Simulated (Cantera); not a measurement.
## Equilibrium for silicon epitaxy and polysilicon growth: SiHCl₃ + HCl + H₂

Charge: 1 mol SiHCl₃, a varied amount of HCl, 7 mol H₂, held at 41.0 mbar.

Cantera equilibrium calculation (NASA polynomials, part measured and part estimated; ideal gas, pure solids and liquids). Candidate condensed phases: Si; 19 gas species. The tables' values for SiCl₃ are old estimates. Equilibrium is a limit: real reactors are often held back by kinetics, nucleation or transport.

### Question
Map the stable condensed phases over T = 948, 998, 1048, 1098, 1148, 1198, 1248, 1298, 1348, 1398, 1448, 1498, 1548, 1598 K and n(HCl) in mol = 0.094, 0.13, 0.17, 0.23, 0.31, 0.42, 0.56, 0.76, 1, 1.4, 1.9, 2.5.

### Answer
```
T in K \ n(HCl) in mol
         0.094  0.13  0.17  0.23  0.31  0.42  0.56  0.76     1   1.4   1.9   2.5
   1598      A     A     A     A     A     A     B     B     B     B     B     B
   1548      A     A     A     A     A     A     B     B     B     B     B     B
   1498      A     A     A     A     A     A     B     B     B     B     B     B
   1448      A     A     A     A     A     A     A     B     B     B     B     B
   1398      A     A     A     A     A     A     A     B     B     B     B     B
   1348      A     A     A     A     A     A     A     A     B     B     B     B
   1298      A     A     A     A     A     A     A     A     B     B     B     B
   1248      A     A     A     A     A     A     A     A     A     B     B     B
   1198      A     A     A     A     A     A     A     A     A     B     B     B
   1148      A     A     A     A     A     A     A     A     A     B     B     B
   1098      A     A     A     A     A     A     A     A     A     B     B     B
   1048      A     A     A     A     A     A     A     A     A     B     B     B
    998      A     A     A     A     A     A     A     A     B     B     B     B
    948      A     A     A     A     A     A     A     A     B     B     B     B
```
A: Si; B: gas only.
